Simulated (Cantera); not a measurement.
Thermodynamics of iron carbonyl, mercury and lead vapours, feed Fe(CO)₅ + H₂

Input: 1 mol Fe(CO)₅, 6.2 mol H₂, equilibrated at 50000 Pa.

Equilibrium computed with Cantera from the NASA thermochemical tables; the gas is ideal and each condensed phase is pure. Candidate condensed phases: C, C₆H₆, C₇H₈, C₈H₁₈, Fe, Fe(CO)₅, FeO, Fe(OH)₂, Fe(OH)₃, Fe₂O₃, Fe₃O₄, H₂O; 114 gas species. Condensed phases not in the tables: cementite and carbon dissolved in iron. Rates play no part.

From 1273 K to 1348 K the condensed part is C(graphite) + Fe(γ). From 1373 K to 1423 K the condensed part is Fe(γ).

```json
[
 {"T (K)": "1273", "x H₂": "0.551", "x CO": "0.445", "x H₂O": "0.00146", "x CH₄": "0.00143", "x CO₂": "0.000712", "n C(graphite)": "0.00830", "n Fe(γ)": "1.00"},
 {"T (K)": "1298", "x H₂": "0.552", "x CO": "0.446", "x H₂O": "0.00114", "x CH₄": "0.00121", "x CO₂": "0.000526", "n C(graphite)": "0.00508", "n Fe(γ)": "1.00"},
 {"T (K)": "1323", "x H₂": "0.552", "x CO": "0.446", "x H₂O": "0.000902", "x CH₄": "0.00104", "x CO₂": "0.000393", "n C(graphite)": "0.00288", "n Fe(γ)": "1.00"},
 {"T (K)": "1348", "x H₂": "0.552", "x CO": "0.446", "x H₂O": "0.000718", "x CH₄": "0.000889", "x CO₂": "0.000296", "n C(graphite)": "0.00138", "n Fe(γ)": "1.00"},
 {"T (K)": "1373", "x H₂": "0.552", "x CO": "0.446", "x H₂O": "0.000577", "x CH₄": "0.000768", "x CO₂": "0.000226", "n C(graphite)": "0", "n Fe(γ)": "1.00"},
 {"T (K)": "1398", "x H₂": "0.553", "x CO": "0.446", "x H₂O": "0.000477", "x CH₄": "0.000652", "x CO₂": "0.000178", "n C(graphite)": "0", "n Fe(γ)": "1.00"},
 {"T (K)": "1423", "x H₂": "0.553", "x CO": "0.446", "x H₂O": "0.000406", "x CH₄": "0.000546", "x CO₂": "0.000144", "n C(graphite)": "0", "n Fe(γ)": "1.000"}
]
```
x: gas mole fraction; n: condensed amount in mol.
